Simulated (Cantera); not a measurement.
Feed: 1 mol Ta, 19 mol H2O, 38 mol N2, 1.6 mol O2, held at 1923.15 K.

Equilibrium computed with Cantera from the NASA thermochemical tables; the gas is ideal and each condensed phase is pure. Candidate condensed phases: H2O, Ta, Ta2O5; 27 gas species. The numbers say what is thermodynamically allowed, not how fast it happens.

x: gas mole fraction; n: condensed amount in mol.

```csv
P (Pa),x N2,x H2O,x H,x O,x H2,x O2,x OH,n Ta2O5(s)
0.100,0.498,0.0723,0.220,0.0757,0.0545,0.0437,0.0251,0.190
1,0.598,…,…,…,0.0545,…,…,0.484
10,0.639,0.274,0.0167,0.00502,0.0312,0.0192,0.0126,0.499
100,0.654,0.308,0.00359,0.00122,0.0145,0.0113,0.00657,0.500
1000,0.659,0.322,0.000719,0.000316,0.00582,0.00761,0.00343,0.500
10000,0.661,0.328,0.000136,9.01e-5,0.00208,0.00618,0.00185,0.500
100000,0.662,0.330,…,…,…,0.00572,…,0.500
1000000,0.662,0.331,4.43e-6,8.58e-6,0.000220,0.00560,0.000572,0.500
```

Problem. Fill in the missing entries.

Solution. 
- 100000, x H: 2.47e-5
- 100000, x O: 2.74e-5
- 100000, x H2: 0.000688
- 100000, x OH: 0.00102
- 1, x H2O: 0.199
- 1, x H: 0.0696
- 1, x O: 0.0209
- 1, x O2: 0.0333
- 1, x OH: 0.0219
